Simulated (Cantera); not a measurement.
Input: 1 mol Nb, 1.3 mol O2, 87 mol H2, equilibrated at 950 K and 0.390 Torr.

Equilibrium computed with Cantera from the NASA thermochemical tables; the gas is ideal and each condensed phase is pure. Candidate condensed phases: H2O, Nb, NbO, NbO2, Nb2O5; 12 gas species. Condensed phases not in the tables: the oxides between NbO2 and Nb2O5. Rates play no part.

Base state: H2 0.996, H2O 0.00362 (mole fractions); condensed: NbO2(s) + Nb2O5(s).

Problem. What changes in the equilibrium state with this change: Nb replaced by V?

Solution. 
| species | before | after |
|---|---|---|
| H2 | 0.996 | 0.987 |
| H2O | 0.00362 | 0.0126 |
| NbO2(s), mol | 0.429 | 0 |
| Nb2O5(s), mol | 0.285 | 0 |
| V2O3(s), mol | 0 | 0.500 |
Condensed phases not in the tables: the oxides between V2O3 and V2O5 other than VO2. Further candidate phases: V, VO, V2O3, V2O4, V2O5.
